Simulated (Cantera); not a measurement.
**Metals in furnace atmospheres: Pb + CO**

Feed: 1 mol Pb, 19 mol CO, at 101000 Pa.

Equilibrium computed with Cantera from the NASA thermochemical tables; the gas is ideal and each condensed phase is pure. Candidate condensed phases: C, Pb, PbO, PbO2, Pb3O4; 15 gas species. Rates play no part.

From 1073 K to 1473 K the condensed part is C(graphite) + Pb(l). The main Pb-bearing gas is Pb throughout. The share of Pb in condensed phases is highest at 1073 K (99.9 %) and lowest at 1473 K (64.0 %).

| T (K) | x CO | x CO2 | x Pb | x Pb2 | x PbO | n C(graphite) | n Pb(l) |
|---|---|---|---|---|---|---|---|
| 1073 | 0.888 | 0.112 | 7.21e-5 | 6.26e-10 | 6.35e-11 | 1.92 | 0.999 |
| 1123 | 0.945 | 0.0547 | 0.000180 | 2.90e-9 | 1.58e-10 | 0.985 | 0.997 |
| 1173 | 0.973 | 0.0267 | 0.000416 | 1.17e-8 | 3.54e-10 | 0.495 | 0.992 |
| 1223 | 0.986 | 0.0135 | 0.000896 | 4.20e-8 | 7.31e-10 | 0.254 | 0.983 |
| 1273 | 0.991 | 0.00715 | 0.00181 | 1.36e-7 | 1.42e-9 | 0.135 | 0.966 |
| 1323 | 0.993 | 0.00394 | 0.00347 | 4.01e-7 | 2.60e-9 | 0.0749 | 0.934 |
| 1373 | 0.991 | 0.00226 | 0.00633 | 1.09e-6 | 4.55e-9 | 0.0432 | 0.879 |
| 1423 | 0.988 | 0.00135 | 0.0111 | 2.76e-6 | 7.64e-9 | 0.0258 | 0.788 |
| 1473 | 0.981 | 0.000825 | 0.0186 | 6.54e-6 | 1.23e-8 | 0.0160 | 0.640 |
x: gas mole fraction; n: condensed amount in mol.
